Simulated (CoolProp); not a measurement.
Vapour-liquid equilibrium of ethanol (1) + hexamethyldisiloxane (MM) (2) at 13.8 bar; x and y are mole fractions of (1).

Model: multi-fluid Helmholtz-energy mixture model, Schroeder 2014 and Thol 2016; pair parameters Bell 2016, in CoolProp.

```json
[
 {"x": "0.05", "bubble temperature (°C)": "214.0", "y at the bubble point": "0.129", "dew temperature at overall composition x (°C)": "220.2", "liquid density (mol/L)": "3.101"},
 {"x": "0.2", "bubble temperature (°C)": "192.3", "y at the bubble point": "0.417", "dew temperature at overall composition x (°C)": "208.7", "liquid density (mol/L)": "3.813"},
 {"x": "0.35", "bubble temperature (°C)": "180.8", "y at the bubble point": "0.572", "dew temperature at overall composition x (°C)": "197.4", "liquid density (mol/L)": "4.570"},
 {"x": "0.5", "bubble temperature (°C)": "174.2", "y at the bubble point": "0.675", "dew temperature at overall composition x (°C)": "186.1", "liquid density (mol/L)": "5.545"},
 {"x": "0.65", "bubble temperature (°C)": "169.8", "y at the bubble point": "0.763", "dew temperature at overall composition x (°C)": "175.7", "liquid density (mol/L)": "6.915"},
 {"x": "0.8", "bubble temperature (°C)": "166.7", "y at the bubble point": "0.854", "dew temperature at overall composition x (°C)": "168.4", "liquid density (mol/L)": "8.944"},
 {"x": "0.95", "bubble temperature (°C)": "164.5", "y at the bubble point": "0.961", "dew temperature at overall composition x (°C)": "164.7", "liquid density (mol/L)": "12.13"}
]
```

No azeotrope shows between x = 0.05 and 0.95.

The pair parameters rest on a limited set of measurements; away from them the model extrapolates.
